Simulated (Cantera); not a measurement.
What does this Cantera script print?

```python
import numpy as np
import cantera as ct

gas_names = [...]  # 123 gases of nasa_gas.yaml made of C, H, O, Si
cond_names = """
    C(gr) C6H6(L) C7H8(L) C8H18(L),n-octa H2O(s) H2O(L) Si(cr) Si(L) SiC(b) SiO2(Lqz) SiO2(hqz) SiO2(L)
""".split()


# ... load() reads the species with a 1 bar reference pressure and builds the phases ...
atoms = {
    'SiH4': {'Si': 1, 'H': 4},
    'CO2': {'C': 1, 'O': 2},
}
top_T = {'C(gr)': 4500, 'SiC(b)': 3050}  # K; cautious upper limits of use, not melting points


# ... equilibrate(T, P, feed) seeds the gas with the atoms and calls Mixture.equilibrate('TP', solver="vcs", rtol=1e-11, max_steps=5000) ...
results = []
T = 1525  # K
P = 29000  # Pa
for m in [0.1, 0.19, 0.33, 0.59, 1.1, 1.9, 3.4, 6.1]:
    feed = {'SiH4': 1, 'CO2': m}  # mol
    mix = equilibrate(T, P, feed)
    results.append((T, P, feed, dict(zip(mix.species_names, mix.species_moles))))

top = {s: max(r[3][s] / sum(r[3][g] for g in gas_names) for r in results) for s in gas_names}
cols = sorted((s for s in top if top[s] > 1e-06), key=lambda s: -top[s])[:5]
seen = [c for c in cond_names if any(r[3].get(c, 0) > 1e-12 for r in results)]
print("log10 of partial pressures in bar; condensed amounts in mol")
print(f"{'n(CO2)':>10s}" + "".join(f"{s[:9]:>10s}" for s in cols + seen))
for T, P, feed, n in results:
    ng = sum(n[g] for g in gas_names)
    print(f"{feed['CO2']:10.4g}" + "".join(f"{np.log10(max(n[s] / ng * P / 1e5, 1e-99)):10.3f}" for s in cols)
          + "".join(f"{n.get(c, 0):10.4g}" for c in seen))
```

Result:

```
log10 of partial pressures in bar; condensed amounts in mol
    n(CO2)        H2        CO       CO2       H2O       SiO     C(gr)    Si(cr)    SiC(b) SiO2(hqz)
       0.1    -0.539    -4.620   -10.416    -5.905    -3.091         0    0.7975   0.09982   0.09711
      0.19    -0.539    -4.620   -10.416    -5.905    -3.091         0    0.6175    0.1898    0.1871
      0.33    -0.539    -4.620   -10.416    -5.905    -3.091         0    0.3375    0.3298    0.3271
      0.59    -0.563    -1.786    -6.637    -4.985    -4.036         0         0    0.4695    0.5298
       1.1    -0.591    -1.476    -6.224    -4.909    -4.139    0.8084         0   0.02997    0.9695
       1.9    -0.817    -0.862    -4.997    -4.521    -4.753   0.09955         0         0    0.9998
       3.4    -1.178    -0.828    -1.467    -1.387    -8.249         0         0         0         1
       6.1    -1.647    -0.918    -1.010    -1.309    -8.796         0         0         0         1
```

Equilibrium computed with Cantera from the NASA thermochemical tables; the gas is ideal and each condensed phase is pure. Mutual solubility and eutectic melting of coexisting phases are not modelled. The tables hold silica as quartz up to 1696 K and as liquid above; real silica turns to tridymite and cristobalite and melts near 1996 K. Gases not in the tables: Si(OH)4.
